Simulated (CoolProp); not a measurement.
Computed with CoolProp (reference Helmholtz-energy equation of state, Lemmon 2006). It is a short technical equation, of lower accuracy than the large ones.

### Question
Give the vapour pressure (MPa), vapour density (kg/m³), enthalpy of vaporisation (kJ/kg) of saturated CH3F (R41) at -3.85, 2.05 °C.

### Answer
| T (°C) | p (MPa) | vapour density (kg/m³) | enthalpy of vaporisation (kJ/kg) |
|---|---|---|---|
| -3.85 | 1.84 | 37.8 | 344 |
| 2.05 | 2.16 | 45.3 | 327 |
